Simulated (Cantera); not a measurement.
A perfectly stirred reactor is fed with CH4 : CO : O2 : N2 = 1 : 0.06 : 1.45 : 5.45 (molar parts), at 1.80 bar; it is adiabatic with a 375 K inlet, and is followed from long to short residence time, starting on the burning branch (τ in s: 0.038, 0.013, 0.0047, 0.0017, 0.00059, 0.00021, 7.4e-05, 2.6e-05, 9.3e-06).

Model: GRI-Mech 3.0 (53 species, 325 reactions), integrated in Cantera.

**Question.** What does this change do: CH4 1 to 0.8 parts?

**Answer.** 
```tsv
quantity	before	after
blow-out, bracketed by the residence times tried	burning at 0.590 ms, out at 0.210 ms	burning at 74.0 µs, out at 26.0 µs
x(CH4) at τ = 38.0 ms	0.000557	1.03e-5
x(CO) at τ = 38.0 ms	0.0757	0.0330
x(O2) at τ = 38.0 ms	0.000254	0.000804
x(H) at τ = 38.0 ms	0.000677	0.00125
x(CH2O) at τ = 38.0 ms	5.22e-6	1.21e-6
x(CH4) at τ = 0.590 ms	0.00335	0.000141
x(CO) at τ = 0.590 ms	0.0748	0.0398
x(O2) at τ = 0.590 ms	0.00687	0.00671
x(H) at τ = 0.590 ms	0.00148	0.00550
x(CH2O) at τ = 0.590 ms	9.49e-5	1.73e-5
```
